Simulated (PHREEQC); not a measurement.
Make-up at 25 °C: 0.88 mol HF and 0.005 mol KF per kg of water. It is in equilibrium with CO2 at log p = -2 (atm). Otherwise closed; pH follows from the charge balance.

All values are PHREEQC results (ion-association model, wateq4f.dat), not measurements.

No solid was allowed to form.

Task: Estimate the pH, ionic strength, activity of water.

Result: pH 1.70; ionic strength 0.0278 mol/kgw; activity of water 0.989.

Task: In which forms is F present?

Result: H2F2 59 %, HF 36 %, HF2- 3.5 %, F- 1.4 % of the F.

wateq4f.dat counts part of the HF as a dimer, H2F2, which phreeqc.dat doesn't know; its constant is uncertain.
